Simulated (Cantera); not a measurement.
A perfectly stirred reactor is fed with CH₄ : O₂ : N₂ : H₂O = 1 : 5 : 18.8 : 1.9 (molar parts), equivalence ratio 0.40, at 0.197 atm; it is adiabatic with a 425 K inlet, and is followed from long to short residence time, starting on the burning branch (τ in s: 0.33, 0.11, 0.038, 0.013, 0.0045, 0.0015, 0.00052, 0.00018, 6.1e-05).

Cantera simulation using GRI-Mech 3.0 (53 species, 325 reactions); the numbers are that mechanism's predictions, not measurements.

Predict: blow-out, bracketed by the residence times tried; x(CH₄) at τ = 0.330 s; x(O₂) at τ = 0.330 s; x(H₂O) at τ = 0.330 s; x(N₂O) at τ = 0.330 s; x(OH) at τ = 0.330 s; x(CH₄) at τ = 4.50 ms; x(O₂) at τ = 4.50 ms; x(H₂O) at τ = 4.50 ms.


- blow-out, bracketed by the residence times tried = burning at 13.0 ms, out at 4.50 ms
- x(CH₄) at τ = 0.330 s = 4.43e-5
- x(O₂) at τ = 0.330 s = 0.113
- x(H₂O) at τ = 0.330 s = 0.146
- x(N₂O) at τ = 0.330 s = 2.09e-7
- x(OH) at τ = 0.330 s = 0.000425
- x(CH₄) at τ = 4.50 ms = 0.0375
- x(O₂) at τ = 4.50 ms = 0.187
- x(H₂O) at τ = 4.50 ms = 0.0712
